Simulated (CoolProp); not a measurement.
Aqueous lithium chloride as a coolant, at -1 °C, 1 atm.

The numbers come from the Melinder's fits for secondary coolants in CoolProp.

| mass % | freezing point (°C) | viscosity (mPa s) | density (kg/m³) | cp (kJ/(kg K)) | Prandtl number |
|---|---|---|---|---|---|
| 4.6 | -4.6 | 2.09 | 1028 | 3.938 | 14.9 |
| 6.3 | -6.7 | 2.20 | 1038 | 3.840 | 15.4 |
| 7.9 | -8.9 | 2.32 | 1047 | 3.748 | 15.9 |
| 9.5 | -11.4 | 2.45 | 1057 | 3.659 | 16.5 |
| 11.2 | -14.4 | 2.60 | 1067 | 3.565 | 17.2 |
| 12.8 | -17.9 | 2.76 | 1076 | 3.478 | 17.9 |
| 14.4 | -22.1 | 2.93 | 1086 | 3.394 | 18.7 |
| 16 | -27.2 | 3.12 | 1096 | 3.312 | 19.5 |
| 17.7 | -33.7 | 3.34 | 1106 | 3.231 | 20.5 |
| 19.3 | -40.6 | 3.58 | 1116 | 3.160 | 21.6 |
| 20.9 | -48.2 | 3.84 | 1127 | 3.098 | 22.8 |
